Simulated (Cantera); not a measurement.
A closed system holds: 1 mol CF4, 0.068 mol Si, 0.095 mol H2, equilibrated at 12000 Pa.

Cantera equilibrium calculation (NASA polynomials, part measured and part estimated; ideal gas, pure solids and liquids). Candidate condensed phases: C, C6H6, C7H8, C8H18, Si, SiC; 113 gas species. Gases not in the tables: C2F6 and larger saturated fluorocarbons. Rates play no part.

### Question
Which condensed phases are stable at each of these points (T (K)): 1275, 1375, 1475, 1575, 1675, 1775, 1875, 1975, 2075, 2175, 2275, 2375, 2475?

### Answer
```tsv
T (K)	condensed phases	Si condensed (%)
1275	C(graphite)	0.0
1375	C(graphite)	0.0
1475	C(graphite)	0.0
1575	C(graphite)	0.0
1675	C(graphite)	0.0
1775	C(graphite)	0.0
1875	C(graphite)	0.0
1975	C(graphite)	0.0
2075	C(graphite)	0.0
2175	C(graphite)	0.0
2275	C(graphite)	0.0
2375	gas only	0.0
2475	gas only	0.0
```

From 1275 K to 2275 K the condensed part is C(graphite). From 2375 K to 2475 K nothing is condensed.
